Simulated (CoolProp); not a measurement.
Saturation properties of R236EA.

Model: reference Helmholtz-energy equation of state, Rui 2013, in CoolProp.

```
T (K)  p (MPa)  liquid cp (kJ/(kg K))  surface tension (mN/m)  liquid viscosity (µPa s)
-----  -------  ---------------------  ----------------------  ------------------------
317.4   0.3843                  1.295                    9.51                       296
323.5   0.4602                  1.310                    8.74                       274
329.5   0.5453                  1.326                    8.00                       253
335.5   0.6419                  1.343                    7.27                       235
341.6   0.7529                  1.364                    6.54                       217
347.6   0.8756                  1.387                    5.85                       201
353.6    1.013                  1.414                    5.16                       185
359.7    1.168                  1.446                    4.49                       170
365.7    1.338                  1.485                    3.84                       157
371.8    1.530                  1.535                    3.21                       143
377.8    1.738                  1.598                    2.61                       131
383.8    1.967                  1.684                    2.04                       119
389.9    2.223                  1.812                    1.49                       106
395.9    2.499                  2.021                   0.993                      94.0
401.9    2.803                  2.449                   0.544                      81.0
```

It boils at 279.3 K under 1 atm.

Viscosity comes from a separate model (Huber 2003), an estimate that may be off by 10 % or more. Surface tension comes from a separate correlation (Mulero 2012).
